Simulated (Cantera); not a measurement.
An isothermal, constant-pressure homogeneous reactor starts with CO : O₂ : H₂O : N₂ = 0.0042 : 0.0025 : 0.00039 : 1 (molar parts), equivalence ratio 0.84, at 1023 K and 13300 Pa. Integrator tolerance rtol = 1e-08.

Cantera simulation using GRI-Mech 3.0 (53 species, 325 reactions); the numbers are that mechanism's predictions, not measurements.

Q: What does this change do: pressure from 13300 Pa to 1000000 Pa?

A: 
```
quantity                                             before                                      after
----------------  -----------------------------------------  -----------------------------------------
x(CO) at 3.00 s   0.000173 (gas-phase equilibrium 7.56e-11)   0.00354 (gas-phase equilibrium 8.73e-12)
x(O₂) at 3.00 s   0.000485 (gas-phase equilibrium 0.000397)   0.00217 (gas-phase equilibrium 0.000397)
x(H₂O) at 3.00 s  0.000373 (gas-phase equilibrium 0.000388)  0.000386 (gas-phase equilibrium 0.000388)
x(OH) at 3.00 s     2.68e-6 (gas-phase equilibrium 3.85e-9)    1.32e-9 (gas-phase equilibrium 1.31e-9)
x(NO₂) at 3.00 s   2.79e-11 (gas-phase equilibrium 1.43e-9)   5.92e-11 (gas-phase equilibrium 1.24e-8)
```

Q: What does this change do: temperature 1023 to 1475 K?

A: 
| quantity | before | after |
|---|---|---|
| x(CO) at 3.00 s | 0.000173 (gas-phase equilibrium 7.56e-11) | 0.000360 (gas-phase equilibrium 1.99e-6) |
| x(O₂) at 3.00 s | 0.000485 (gas-phase equilibrium 0.000397) | 0.000561 (gas-phase equilibrium 0.000373) |
| x(H₂O) at 3.00 s | 0.000373 (gas-phase equilibrium 0.000388) | 0.000349 (gas-phase equilibrium 0.000387) |
| x(OH) at 3.00 s | 2.68e-6 (gas-phase equilibrium 3.85e-9) | 2.13e-5 (gas-phase equilibrium 1.33e-6) |
| x(NO₂) at 3.00 s | 2.79e-11 (gas-phase equilibrium 1.43e-9) | 3.64e-10 (gas-phase equilibrium 4.56e-9) |
